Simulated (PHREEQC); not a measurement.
Dissolve 0.044 mol/kgw NH4HF2, 0.00027 mol/kgw (NH4)2SiF6 and 0.0158 mol/kgw H3BO3 at 20 °C. Closed to the air; pH follows from the charge balance.

All values are PHREEQC results (ion-association model, phreeqc.dat), not measurements.

* **pH**: 4.18
* **ionic strength**: 0.0449 mol/kgw
* **total alkalinity**: -45.1 meq/kg

```csv
species,molality,activity,log γ
NH4+,0.0445,0.0361,-0.091
F-,0.0286,0.0235,-0.086
BF4-,0.0122,0.0101,-0.082
HF,0.00209,0.00211,0.004
BF3OH-,0.00194,0.00160,-0.082
BF2(OH)2-,0.00104,0.000865,-0.082
H3BO3,0.000581,0.000587,0.004
```

This is a speciation only: nothing precipitates in the calculation. Species that the database lacks are ignored. SiF6-2 is the database's only silicon fluoride. Real BF4- forms and hydrolyses slowly; the run takes it at equilibrium.
